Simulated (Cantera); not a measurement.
A closed system holds: 1 mol MgO, 4.2 mol N2, equilibrated at 133 Pa.

Equilibrium computed with Cantera from the NASA thermochemical tables; the gas is ideal and each condensed phase is pure. Candidate condensed phases: Mg, MgO; 13 gas species. The numbers say what is thermodynamically allowed, not how fast it happens.

Question: What share of the Mg ends up in condensed phases as a function of T (°C), at 1200, 1400, 1600, 1800, 2000, 2200, 2400, 2600, 2800?

Answer: 
| T (°C) | Mg condensed (%) | as |
|---|---|---|
| 1200 | 100.0 | MgO(s) |
| 1400 | 100.0 | MgO(s) |
| 1600 | 99.8 | MgO(s) |
| 1800 | 96.5 | MgO(s) |
| 2000 | 53.1 | MgO(s) |
| 2200 | 0.0 | - |
| 2400 | 0.0 | - |
| 2600 | 0.0 | - |
| 2800 | 0.0 | - |
